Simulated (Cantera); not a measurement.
A closed system holds: 1 mol Cu, 5 mol NH3, 2.6 mol H2, at 1625 K and 0.263 Torr.

Equilibrium computed with Cantera from the NASA thermochemical tables; the gas is ideal and each condensed phase is pure. Candidate condensed phases: Cu; 11 gas species. The numbers say what is thermodynamically allowed, not how fast it happens.

### Question
What is the equilibrium state?

### Answer
| Quantity | Result |
|---|---|
| x(H2) | 0.740 |
| x(N2) | 0.184 |
| x(Cu) | 0.0734 |
| x(H) | 0.00324 |
| x(Cu2) | 2.71e-5 |
| gas amount | 13.62 mol |
| log10 activity of Cu(l) (absent) | -0.35 |
